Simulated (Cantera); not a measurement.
# trisilylamine + N₂ + H₂ (silicon nitride deposition)

A closed system holds: 1 mol trisilylamine, 1.8 mol N₂, 71 mol H₂, equilibrated at 875 °C and 13.3 mbar.

Cantera equilibrium calculation (NASA polynomials, part measured and part estimated; ideal gas, pure solids and liquids). Candidate condensed phases: Si, Si₃N₄; 18 gas species. The feed counts by its element totals alone. Rates play no part.

| Quantity | Value |
|---|---|
| x(H₂) | 0.996 |
| x(N₂) | 0.00396 |
| n(Si₃N₄(s)) | 1.00 mol |
| gas amount | 75.80 mol |
| log10 activity of Si(s) (absent) | -2.67 |
